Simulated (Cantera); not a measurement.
An isothermal, constant-pressure homogeneous reactor starts with CH4 : CO2 : H2 = 1 : 0.59 : 0.27 (molar parts), at 2123 K and 7.40 atm. Integrator tolerance rtol = 1e-08.

Computed with Cantera and GRI-Mech 3.0 (53 species, 325 reactions). GRI-Mech 3.0 stops at C3 and has no aromatics, soot or wall deposition, so with more carbon than oxygen in the feed, carbon stays in small species such as C2H2 where larger ones or solid carbon would form.

### Question
What does this change do: temperature 2123 to 1498 K?

### Answer
```tsv
quantity	before	after
x(CH4) at 20.0 s	0.00616 (gas-phase equilibrium 0.00616)	0.182 (gas-phase equilibrium 0.121)
x(CO2) at 20.0 s	1.70e-6 (gas-phase equilibrium 1.72e-6)	0.0214 (gas-phase equilibrium 2.80e-5)
x(H2) at 20.0 s	0.592 (gas-phase equilibrium 0.592)	0.376 (gas-phase equilibrium 0.488)
x(H) at 20.0 s	0.00102 (gas-phase equilibrium 0.00102)	3.87e-6 (gas-phase equilibrium 4.41e-6)
x(CH2CO) at 20.0 s	2.28e-6 (gas-phase equilibrium 2.28e-6)	3.96e-6 (gas-phase equilibrium 1.77e-6)
```
